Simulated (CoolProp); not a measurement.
The numbers come from the reference Helmholtz-energy equation of state, Thol 2015 in CoolProp.

### Question
For 1,2-dichloroethane, give the phase and the expansivity (1/kK), fugacity coefficient at 341.8 K and 0.101 MPa.

### Answer
- 341.8 K and 0.101 MPa: liquid; expansivity 1.32, fugacity coefficient 0.603
